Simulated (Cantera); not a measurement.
Input (Python, Cantera) and output of one run.

```python
import numpy as np
import cantera as ct

gas_names = """
    Cu CuF CuF2 Cu2 F F2 H HF H2 H2F2 H3F3 H4F4 H5F5 H6F6 H7F7 N NF NF2 NF3 NH NH2 NH3 N2 N2H2 N2H4
""".split()
cond_names = """
    Cu(cr) Cu(L) CuF2(s) CuF2(L)
""".split()


# ... load() reads the species with a 1 bar reference pressure and builds the phases ...
atoms = {
    'Cu': {'Cu': 1},
    'HF': {'H': 1, 'F': 1},
    'N2': {'N': 2},
}
top_T = {}  # K; cautious upper limits of use, not melting points


# ... equilibrate(T, P, feed) seeds the gas with the atoms and calls Mixture.equilibrate('TP', solver="vcs", rtol=1e-11, max_steps=5000) ...
results = []
feed = {'Cu': 1, 'HF': 15, 'N2': 1.1}  # mol
P = 1000  # Pa
for T in [848, 898, 948, 998, 1048, 1098, 1148, 1198, 1248, 1298, 1348, 1398, 1448]:
    mix = equilibrate(T, P, feed)
    results.append((T, P, feed, dict(zip(mix.species_names, mix.species_moles))))
    x = sorted(zip(gas.X, gas.species_names), reverse=True)
    print(f"T = {T:g} K  P = {P:g} Pa  gas = {mix.phase_moles(0):.4g} mol")
    print("   x: " + "  ".join(f"{s} {v:.3e}" for v, s in x if v > 0.0001))
    print("   condensed (mol): " + ("  ".join(f"{mix.phase(i).name} {mix.phase_moles(i):.4g}"
          for i in range(1, mix.n_phases) if mix.phase_moles(i) > 1e-12) or "none"))
```

It prints:

```
T = 848 K  P = 1000 Pa  gas = 16.1 mol
   x: HF 9.317e-01  N2 6.832e-02
   condensed (mol): Cu(cr) 1
T = 898 K  P = 1000 Pa  gas = 16.1 mol
   x: HF 9.317e-01  N2 6.832e-02
   condensed (mol): Cu(cr) 1
T = 948 K  P = 1000 Pa  gas = 16.1 mol
   x: HF 9.317e-01  N2 6.832e-02
   condensed (mol): Cu(cr) 1
T = 998 K  P = 1000 Pa  gas = 16.1 mol
   x: HF 9.317e-01  N2 6.832e-02
   condensed (mol): Cu(cr) 0.9999
T = 1048 K  P = 1000 Pa  gas = 16.1 mol
   x: HF 9.317e-01  N2 6.832e-02
   condensed (mol): Cu(cr) 0.9999
T = 1098 K  P = 1000 Pa  gas = 16.1 mol
   x: HF 9.316e-01  N2 6.832e-02
   condensed (mol): Cu(cr) 0.9996
T = 1148 K  P = 1000 Pa  gas = 16.1 mol
   x: HF 9.316e-01  N2 6.832e-02
   condensed (mol): Cu(cr) 0.9992
T = 1198 K  P = 1000 Pa  gas = 16.1 mol
   x: HF 9.315e-01  N2 6.832e-02  CuF 1.074e-04
   condensed (mol): Cu(cr) 0.9983
T = 1248 K  P = 1000 Pa  gas = 16.1 mol
   x: HF 9.314e-01  N2 6.832e-02  CuF 2.126e-04  H2 1.064e-04
   condensed (mol): Cu(cr) 0.9965
T = 1298 K  P = 1000 Pa  gas = 16.1 mol
   x: HF 9.311e-01  N2 6.831e-02  CuF 3.988e-04  H2 1.995e-04
   condensed (mol): Cu(cr) 0.9933
T = 1348 K  P = 1000 Pa  gas = 16.11 mol
   x: HF 9.306e-01  N2 6.830e-02  CuF 7.131e-04  H2 3.566e-04
   condensed (mol): Cu(cr) 0.9878
T = 1398 K  P = 1000 Pa  gas = 16.11 mol
   x: HF 9.298e-01  N2 6.827e-02  CuF 1.195e-03  H2 5.972e-04  Cu 1.297e-04
   condensed (mol): Cu(L) 0.9787
T = 1448 K  P = 1000 Pa  gas = 16.12 mol
   x: HF 9.286e-01  N2 6.823e-02  CuF 1.919e-03  H2 9.584e-04  Cu 3.317e-04
   condensed (mol): Cu(L) 0.9637
```

Equilibrium computed with Cantera from the NASA thermochemical tables; the gas is ideal and each condensed phase is pure.
